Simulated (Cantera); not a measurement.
A closed system holds: 1 mol c-C4F8, held at 443 Torr.

Cantera equilibrium calculation (NASA polynomials, part measured and part estimated; ideal gas, pure solids and liquids). Candidate condensed phases: C; 23 gas species. Ions and electrons are included (thermal ionisation). The feed counts by its element totals alone. Gases not in the tables: C2F6 and larger saturated fluorocarbons. The numbers say what is thermodynamically allowed, not how fast it happens.

Task: Which condensed phases are stable at each of these points (T (K)): 2500, 3000, 3500, 4000, 4500, 5000?

Result: 
| T (K) | condensed phases | C condensed (%) |
|---|---|---|
| 2500 | C(graphite) | 40.9 |
| 3000 | C(graphite) | 24.6 |
| 3500 | C(graphite) | 6.6 |
| 4000 | gas only | 0.0 |
| 4500 | gas only | 0.0 |
| 5000 | gas only | 0.0 |

From 2500 K to 3500 K the condensed part is C(graphite). From 4000 K to 5000 K nothing is condensed.
